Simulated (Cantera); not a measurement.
A Cantera script and what it prints.

```python
import numpy as np
import cantera as ct

gas_names = """
    C CN CO CO2 C2 CCN CNC C2N2 C2O C3 C3O2 C4 C4N2 C5 Fe FeC5O5 FeO N NCO NO NO2 NO3 N2 N2O O O2 O3
""".split()
cond_names = """
    C(gr) Fe(a) Fe(c) Fe(d) Fe(L) FeC5O5(L) FeO(s) FeO(L) Fe2O3(s) Fe3O4(s)
""".split()


# ... load() reads the species with a 1 bar reference pressure and builds the phases ...
atoms = {
    'Fe(CO)5': {'Fe': 1, 'C': 5, 'O': 5},
    'O2': {'O': 2},
    'N2': {'N': 2},
}
top_T = {'C(gr)': 4500, 'Fe2O3(s)': 1830, 'Fe3O4(s)': 1870}  # K; cautious upper limits of use, not melting points


# ... equilibrate(T, P, feed) seeds the gas with the atoms and calls Mixture.equilibrate('TP', solver="vcs", rtol=1e-11, max_steps=5000) ...
results = []
feed = {'Fe(CO)5': 1, 'O2': 0.018, 'N2': 0.11}  # mol
T = 1200  # K
P = 17000  # Pa
mix = equilibrate(T, P, feed)
results.append((T, P, feed, dict(zip(mix.species_names, mix.species_moles))))
x = sorted(zip(gas.X, gas.species_names), reverse=True)
print(f"T = {T:g} K  P = {P:g} Pa  gas = {mix.phase_moles(0):.4g} mol")
print("   x: " + "  ".join(f"{s} {v:.3e}" for v, s in x if v > 0.001))
print("   condensed (mol): " + ("  ".join(f"{mix.phase(i).name} {mix.phase_moles(i):.4g}"
      for i in range(1, mix.n_phases) if mix.phase_moles(i) > 1e-12) or "none"))
```

Result:

```
T = 1200 K  P = 17000 Pa  gas = 5.11 mol
   x: CO 9.714e-01  N2 2.153e-02  CO2 7.045e-03
   condensed (mol): Fe(c) 1
```

Cantera equilibrium calculation (NASA polynomials, part measured and part estimated; ideal gas, pure solids and liquids).
